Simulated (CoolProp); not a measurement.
A closed Brayton cycle with carbon dioxide: compressor inlet 314.15 K and 9 MPa, high pressure 21.7 MPa, turbine inlet 800 K, compressor efficiency 0.89, turbine efficiency 0.93, recuperator effectiveness 0.9 (on enthalpy, no pinch check). Each further row changes one setting.

Values from CoolProp's reference Helmholtz-energy equation of state, Span 1996.

```csv
case,thermal efficiency (%),net work (kJ/kg),compressor to turbine work,compressor exit (K),turbine exit (K)
as stated,34.0,89.5,0.23,358.8,692.9
turbine inlet 750 K,32.5,[?],[?],358.8,[?]
compressor inlet 324.15 K,33.6,77.8,0.33,[?],692.9
high pressure 18.4 MPa,[?],75.3,[?],350.3,[?]
recuperator effectiveness 0.5,[?],89.5,0.23,358.8,692.9
```

Fill in the missing entries.


- turbine inlet 750 K, net work (kJ/kg): 81.2
- turbine inlet 750 K, compressor to turbine work: 0.25
- turbine inlet 750 K, turbine exit (K): 646.9
- compressor inlet 324.15 K, compressor exit (K): 390.8
- high pressure 18.4 MPa, thermal efficiency (%): 31.5
- high pressure 18.4 MPa, compressor to turbine work: 0.21
- high pressure 18.4 MPa, turbine exit (K): 712.5
- recuperator effectiveness 0.5, thermal efficiency (%): 21.2
